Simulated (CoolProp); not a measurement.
R114 at 420.32 K and 15.8 MPa is throttled through a valve to 0.818 MPa with no heat exchange. Each further row changes one setting.

Computed with CoolProp (reference Helmholtz-energy equation of state, Platzer 1990). This equation is an older, rougher fit; its heat capacities, sound speeds and derivatives of the liquid may be far off and weren't checked against measurements.

```csv
case,temperature change (K),final phase,final density (kg/m³)
as stated,[?],[?],[?]
outlet pressure 0.245 MPa,[?],[?],18.2
outlet pressure 1.06 MPa,[?],[?],[?]
```

Problem. Some entries are withheld; supply them.

Solution. 
- as stated, temperature change (K): -72.9
- as stated, final phase: two-phase, vapour fraction 0.741
- as stated, final density (kg/m³): 78.9
- outlet pressure 0.245 MPa, temperature change (K): -118.0
- outlet pressure 0.245 MPa, final phase: two-phase, vapour fraction 0.988
- outlet pressure 1.06 MPa, temperature change (K): -61.2
- outlet pressure 1.06 MPa, final phase: two-phase, vapour fraction 0.663
- outlet pressure 1.06 MPa, final density (kg/m³): 115
